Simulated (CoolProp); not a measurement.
Fluorine along the isobar 2.58 MPa: density (kg/m³) from the reference equation and from simpler models built on Tc = -128.7 °C, pc = 5.240 MPa, ω = 0.045; each cubic takes its own stable root.

The numbers come from the reference Helmholtz-energy equation of state, de Reuck 1990 in CoolProp.

| T (°C) | phase | reference |
|---|---|---|
| -157.95 | liquid | 1266 |
| -145.55 | liquid | 1120 |
| -133.25 | gas | 107.4 |
| -120.95 | gas | 91.74 |
| -108.65 | gas | 81.19 |
| -96.35 | gas | 73.34 |
| -84.05 | gas | 67.14 |
| -71.65 | gas | 62.04 |
| -59.35 | gas | 57.79 |
| -47.05 | gas | 54.16 |
| -34.75 | gas | 51.00 |
| -22.45 | gas | 48.22 |
| -10.15 | gas | 45.75 |
| 2.25 | gas | 43.52 |
| 14.55 | gas | 41.52 |
| 26.85 | gas | 39.71 |

Q: How far does each simpler model (van der Waals, Redlich-Kwong, Soave-Redlich-Kwong, Peng-Robinson) lie from the reference over these 16 states: mean and median of the absolute difference, and the worst?

A: 
- van der Waals: mean 8.4 %, median 0.9 %, worst -88.9 % at -145.55 °C and 2.58 MPa
- Redlich-Kwong: mean 1.0 %, median 0.4 %, worst -7.9 % at -145.55 °C and 2.58 MPa
- Soave-Redlich-Kwong: mean 0.8 %, median 0.3 %, worst -7.4 % at -145.55 °C and 2.58 MPa
- Peng-Robinson: mean 2.0 %, median 1.2 %, worst +9.9 % at -157.95 °C and 2.58 MPa

At some of these states van der Waals gives the other phase, because its saturation line lies elsewhere.
